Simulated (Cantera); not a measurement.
Cantera run, input and output.

```python
import numpy as np
import cantera as ct

gas = ct.Solution("gri30.yaml")
gas.TPX = 1375, 17000, {'CH4': 1, 'N2': 65}
inlet = ct.Reservoir(gas, clone=True)

reactor = ct.IdealGasConstPressureReactor(gas, energy="off", clone=False)
exhaust = ct.Reservoir(gas, clone=True)
tau = [9.7, 2.5, 0.65, 0.17, 0.044, 0.011, 0.0029][0]
for a, b in ((inlet, reactor), (reactor, exhaust)):
    ct.MassFlowController(a, b, mdot=lambda t: reactor.mass / tau)
net = ct.ReactorNet([reactor])
show = ['CH4', 'C2H', 'CH2', 'C2H6', 'C2H4', 'CH3']

rows = []
print(f"{'tau/s':>10s}{'T/K':>9s}" + "".join(f"{s:>11s}" for s in show))
for tau in [9.7, 2.5, 0.65, 0.17, 0.044, 0.011, 0.0029]:
    net.initial_time = 0.0
    net.advance(30 * tau)
    before = gas.X
    net.advance(40 * tau)
    drift = np.max(np.abs(gas.X - before) / (gas.X + 1e-9))
    rows.append([gas.T, *gas[show].X, drift])
    print(f"{tau:10.3e}{gas.T:9.1f}" + "".join(f"{x:11.3e}" for x in gas[show].X))
```

Output:

```
     tau/s      T/K        CH4        C2H        CH2       C2H6       C2H4        CH3
 9.700e+00   1375.0  1.283e-02  4.685e-11  5.020e-10  1.236e-05  1.021e-04  1.383e-05
 2.500e+00   1375.0  1.432e-02  1.487e-11  6.532e-10  1.859e-05  1.190e-04  1.678e-05
 6.500e-01   1375.0  1.497e-02  1.685e-12  4.780e-10  1.396e-05  4.717e-05  1.465e-05
 1.700e-01   1375.0  1.513e-02  7.361e-14  1.488e-10  3.796e-06  4.739e-06  8.122e-06
 4.400e-02   1375.0  1.515e-02  1.872e-15  2.623e-11  4.365e-07  2.163e-07  3.369e-06
 1.100e-02   1375.0  1.515e-02  7.059e-18  2.550e-12  1.719e-08  5.015e-09  1.028e-06
 2.900e-03   1375.0  1.515e-02  1.018e-20  2.124e-13  3.996e-10  9.657e-11  2.782e-07
```

Model: GRI-Mech 3.0 (53 species, 325 reactions), integrated in Cantera. GRI-Mech 3.0 stops at C3 and has no aromatics, soot or wall deposition, so with more carbon than oxygen in the feed, carbon stays in small species such as C2H2 where larger ones or solid carbon would form.
